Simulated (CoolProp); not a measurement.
n-undecane at several states: fugacity coefficient from the reference equation and from simpler models built on Tc = 638.8 K, pc = 1.990 MPa, ω = 0.539; each cubic takes its own stable root.

Values from CoolProp's reference Helmholtz-energy equation of state, Aleksandrov 2011. It is a short technical equation, of lower accuracy than the large ones.

```csv
T (K),p (MPa),phase,reference
502.2,0.753,liquid,0.2650
426.1,0.0723,liquid,0.4180
257.7,0.0765,liquid,1.881e-5
589.1,0.519,gas,0.8660
552.8,0.166,gas,0.9450
567,7.36,liquid,0.1152
```

**Question.** How far does each simpler model (van der Waals, Redlich-Kwong, Soave-Redlich-Kwong, Peng-Robinson) lie from the reference over these 6 states: mean and median of the absolute difference, and the worst?

**Answer.** 
- van der Waals: mean 128002.5 %, median 121.4 %, worst +767576.8 % at 257.7 K and 0.0765 MPa
- Redlich-Kwong: mean 1559.2 %, median 69.8 %, worst +9081.3 % at 257.7 K and 0.0765 MPa
- Soave-Redlich-Kwong: mean 4.0 %, median 1.8 %, worst +14.8 % at 567 K and 7.36 MPa
- Peng-Robinson: mean 8.2 %, median 2.8 %, worst +36.2 % at 257.7 K and 0.0765 MPa

At some of these states van der Waals, Redlich-Kwong gives the other phase, because its saturation line lies elsewhere.
